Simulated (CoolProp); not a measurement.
The fluid at 293.15 K and 0.59 MPa flows at 16 m/s in a round tube of 20 mm bore and 15 µm roughness, fully developed (64/Re and Nu = 3.66 if laminar; Colebrook and Gnielinski if turbulent). The same conditions are run with several fluids, on thermodynamics alone (safety and materials aside).

Values from CoolProp's reference Helmholtz-energy equation of state of each fluid (R124: de Vries 1995; toluene: Lemmon 2006; c-C4F8 (RC318): Platzer 1990; R227EA: Lemmon 2016; water: Wagner 2002). The equations of Platzer and Polt are older, rougher fits.

Rank R124, toluene, c-C4F8 (RC318), R227EA, water by Reynolds number, highest first.

R227EA (1750000), R124 (1660000), c-C4F8 (RC318) (1240000), toluene (471000), water (319000)

```json
[
 {"fluid": "R124", "Darcy friction factor": "0.0186", "pressure drop (Pa/m)": "163000", "heat-transfer coefficient (W/(m² K))": "29000", "mass flow (kg/h)": "24900"},
 {"fluid": "toluene", "Darcy friction factor": "0.0191", "pressure drop (Pa/m)": "106000", "heat-transfer coefficient (W/(m² K))": "20200", "mass flow (kg/h)": "15700"},
 {"fluid": "c-C4F8 (RC318)", "Darcy friction factor": "0.0186", "pressure drop (Pa/m)": "181000", "heat-transfer coefficient (W/(m² K))": "24700", "mass flow (kg/h)": "27500"},
 {"fluid": "R227EA", "Darcy friction factor": "0.0185", "pressure drop (Pa/m)": "167000", "heat-transfer coefficient (W/(m² K))": "28300", "mass flow (kg/h)": "25500"},
 {"fluid": "water", "Darcy friction factor": "0.0194", "pressure drop (Pa/m)": "124000", "heat-transfer coefficient (W/(m² K))": "60700", "mass flow (kg/h)": "18100"}
]
```

Transport values come from each fluid's own correlations; those of R124, c-C4F8 (RC318), R227EA are estimates that may be off by 10 % or more.
